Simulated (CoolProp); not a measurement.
Vapour-liquid equilibrium of methanol (1) + ethanol (2) at 0.000347 MPa; x and y are mole fractions of (1).

Values from CoolProp's multi-fluid Helmholtz-energy mixture model, de Reuck 1993 and Schroeder 2014; pair parameters Bell 2016.

```json
[
 {"x": "0.05", "bubble temperature (°C)": "-21.2", "y at the bubble point": "0.143", "dew temperature at overall composition x (°C)": "-20.4", "liquid density (mol/L)": "18.19"},
 {"x": "0.125", "bubble temperature (°C)": "-22.8", "y at the bubble point": "0.308", "dew temperature at overall composition x (°C)": "-21.0", "liquid density (mol/L)": "18.68"},
 {"x": "0.2", "bubble temperature (°C)": "-24.1", "y at the bubble point": "0.435", "dew temperature at overall composition x (°C)": "-21.7", "liquid density (mol/L)": "19.19"},
 {"x": "0.275", "bubble temperature (°C)": "-25.4", "y at the bubble point": "0.537", "dew temperature at overall composition x (°C)": "-22.4", "liquid density (mol/L)": "19.73"},
 {"x": "0.35", "bubble temperature (°C)": "-26.5", "y at the bubble point": "0.622", "dew temperature at overall composition x (°C)": "-23.2", "liquid density (mol/L)": "20.28"},
 {"x": "0.425", "bubble temperature (°C)": "-27.5", "y at the bubble point": "0.694", "dew temperature at overall composition x (°C)": "-24.0", "liquid density (mol/L)": "20.85"},
 {"x": "0.5", "bubble temperature (°C)": "-28.4", "y at the bubble point": "0.755", "dew temperature at overall composition x (°C)": "-24.9", "liquid density (mol/L)": "21.46"},
 {"x": "0.575", "bubble temperature (°C)": "-29.3", "y at the bubble point": "0.809", "dew temperature at overall composition x (°C)": "-25.8", "liquid density (mol/L)": "22.08"},
 {"x": "0.65", "bubble temperature (°C)": "-30.2", "y at the bubble point": "0.855", "dew temperature at overall composition x (°C)": "-26.8", "liquid density (mol/L)": "22.74"},
 {"x": "0.725", "bubble temperature (°C)": "-31.0", "y at the bubble point": "0.895", "dew temperature at overall composition x (°C)": "-28.0", "liquid density (mol/L)": "23.43"},
 {"x": "0.8", "bubble temperature (°C)": "-31.8", "y at the bubble point": "0.930", "dew temperature at overall composition x (°C)": "-29.2", "liquid density (mol/L)": "24.16"},
 {"x": "0.875", "bubble temperature (°C)": "-32.6", "y at the bubble point": "0.960", "dew temperature at overall composition x (°C)": "-30.6", "liquid density (mol/L)": "24.92"},
 {"x": "0.95", "bubble temperature (°C)": "-33.3", "y at the bubble point": "0.985", "dew temperature at overall composition x (°C)": "-32.3", "liquid density (mol/L)": "25.71"}
]
```

No azeotrope shows between x = 0.05 and 0.95.

Pair parameters are fitted to limited data, so mixtures are less certain than the pure fluids. The gap from Raoult's law changes sign with composition, which may be real or a fault of the pair parameters; it wasn't checked against measurements.
